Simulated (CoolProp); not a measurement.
CHF3 (R23) along the isobar 6.12 bar: Z from the reference equation and from simpler models built on Tc = 299.3 K, pc = 48.32 bar, ω = 0.263; each cubic takes its own stable root.

Computed with CoolProp (reference Helmholtz-energy equation of state, Penoncello 2003).

```csv
T (K),phase,reference
267.2,gas,0.9282
271.1,gas,0.9321
275,gas,0.9356
278.9,gas,0.9389
282.8,gas,0.9419
286.7,gas,0.9448
290.6,gas,0.9474
294.5,gas,0.9499
298.3,gas,0.9522
302.2,gas,0.9544
306.1,gas,0.9564
310,gas,0.9584
313.9,gas,0.9602
317.8,gas,0.9620
321.7,gas,0.9636
325.6,gas,0.9651
```

Task: How far does each simpler model (van der Waals, Soave-Redlich-Kwong, Peng-Robinson) lie from the reference over these 16 states: mean and median of the absolute difference, and the worst?

Result: 
- van der Waals: mean 1.1 %, median 1.0 %, worst +2.2 % at 267.2 K and 6.12 bar
- Soave-Redlich-Kwong: mean 0.4 %, median 0.3 %, worst +0.7 % at 267.2 K and 6.12 bar
- Peng-Robinson: mean 0.2 %, median 0.2 %, worst -0.2 % at 325.6 K and 6.12 bar
